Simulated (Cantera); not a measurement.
Input: 1 mol SiH4, 0.0094 mol Cl2, 22 mol H2, held at 1402 °C and 10.0 mbar.

Cantera equilibrium calculation (NASA polynomials, part measured and part estimated; ideal gas, pure solids and liquids). Candidate condensed phases: Si; 19 gas species. Gases not in the tables: Si2H6 and higher silanes. Rates play no part.

Base state: H2 0.998, H 0.00116, HCl 0.000777, Si 4.34e-5, SiH2 1.12e-5 (mole fractions); condensed: Si(s).

### Question
What changes in the equilibrium state with this change: SiH4 replaced by SiHCl3?

### Answer
| species | before | after |
|---|---|---|
| H2 | 0.998 | 0.897 |
| HCl | 0.000777 | 0.0771 |
| SiCl2 | 2.18e-6 | 0.0239 |
| SiCl3 | <1e-9 | 0.000178 |
| SiCl | 6.48e-7 | 6.78e-5 |
| Cl | 7.05e-7 | 7.38e-5 |
| SiH2 | 1.12e-5 | 1.01e-5 |
| Si(s), mol | 0.998 | 0.418 |
The tables' values for SiCl3, SiCl are old estimates; treat these amounts as uncertain.

### Question
What changes in the equilibrium state with this change: temperature from 1402 °C to 1000 °C?

### Answer
| species | before | after |
|---|---|---|
| H2 | 0.998 | 0.999 |
| HCl | 0.000777 | 0.000780 |
| H | 0.00116 | 7.13e-6 |
| Si | 4.34e-5 | 1.80e-9 |
| SiH2 | 1.12e-5 | 4.76e-8 |
| Si(s), mol | 0.998 | 1.000 |
